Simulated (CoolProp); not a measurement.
Vapour pressure (kPa) of isopentane: the reference equation beside estimates from Tc = 187.2 °C, pc = 3378 kPa, ω = 0.227. Clausius-Clapeyron is anchored at 85.15 °C with a constant enthalpy of vaporisation of 21.04 kJ/mol.

Model: reference Helmholtz-energy equation of state, Lemmon 2006, in CoolProp. It is a short technical equation, of lower accuracy than the large ones.

```json
[
 {"T (°C)": "67.15", "reference": "330.9", "Lee-Kesler": "332.4", "Clausius-Clapeyron": "356.0", "van der Waals": "889.3", "Redlich-Kwong": "460.4", "Soave-Redlich-Kwong": "332.5", "Peng-Robinson": "329.7"},
 {"T (°C)": "76.15", "reference": "416.3", "Lee-Kesler": "418.6", "Clausius-Clapeyron": "431.2", "van der Waals": "1009", "Redlich-Kwong": "563.2", "Soave-Redlich-Kwong": "419.3", "Peng-Robinson": "415.0"},
 {"T (°C)": "85.15", "reference": "517.2", "Lee-Kesler": "520.4", "Clausius-Clapeyron": "517.2", "van der Waals": "1139", "Redlich-Kwong": "681.1", "Soave-Redlich-Kwong": "522.0", "Peng-Robinson": "516.1"},
 {"T (°C)": "94.15", "reference": "635.3", "Lee-Kesler": "639.4", "Clausius-Clapeyron": "614.9", "van der Waals": "1279", "Redlich-Kwong": "815.2", "Soave-Redlich-Kwong": "642.5", "Peng-Robinson": "634.6"},
 {"T (°C)": "103.15", "reference": "772.4", "Lee-Kesler": "777.2", "Clausius-Clapeyron": "725.1", "van der Waals": "1430", "Redlich-Kwong": "966.5", "Soave-Redlich-Kwong": "782.4", "Peng-Robinson": "772.5"},
 {"T (°C)": "112.15", "reference": "930.2", "Lee-Kesler": "935.6", "Clausius-Clapeyron": "848.4", "van der Waals": "1591", "Redlich-Kwong": "1136", "Soave-Redlich-Kwong": "943.7", "Peng-Robinson": "931.6"},
 {"T (°C)": "121.15", "reference": "1111", "Lee-Kesler": "1116", "Clausius-Clapeyron": "985.6", "van der Waals": "1763", "Redlich-Kwong": "1324", "Soave-Redlich-Kwong": "1128", "Peng-Robinson": "1114"},
 {"T (°C)": "130.15", "reference": "1316", "Lee-Kesler": "1322", "Clausius-Clapeyron": "1137", "van der Waals": "1946", "Redlich-Kwong": "1533", "Soave-Redlich-Kwong": "1338", "Peng-Robinson": "1322"},
 {"T (°C)": "139.15", "reference": "1548", "Lee-Kesler": "1554", "Clausius-Clapeyron": "1304", "van der Waals": "2141", "Redlich-Kwong": "1763", "Soave-Redlich-Kwong": "1574", "Peng-Robinson": "1557"},
 {"T (°C)": "148.15", "reference": "1810", "Lee-Kesler": "1816", "Clausius-Clapeyron": "1487", "van der Waals": "2347", "Redlich-Kwong": "2014", "Soave-Redlich-Kwong": "1840", "Peng-Robinson": "1822"},
 {"T (°C)": "157.25", "reference": "2108", "Lee-Kesler": "2114", "Clausius-Clapeyron": "1688", "van der Waals": "2567", "Redlich-Kwong": "2291", "Soave-Redlich-Kwong": "2140", "Peng-Robinson": "2123"},
 {"T (°C)": "166.25", "reference": "2438", "Lee-Kesler": "2445", "Clausius-Clapeyron": "1905", "van der Waals": "2797", "Redlich-Kwong": "2589", "Soave-Redlich-Kwong": "2470", "Peng-Robinson": "2455"}
]
```

Absolute difference from the reference over all 12 rows, mean and median: Lee-Kesler 0.5 and 0.5 %, Clausius-Clapeyron 10.8 and 10.0 %, van der Waals 75.0 and 64.9 %, Redlich-Kwong 21.4 and 20.6 %, Soave-Redlich-Kwong 1.3 and 1.4 %, Peng-Robinson 0.4 and 0.3 %.
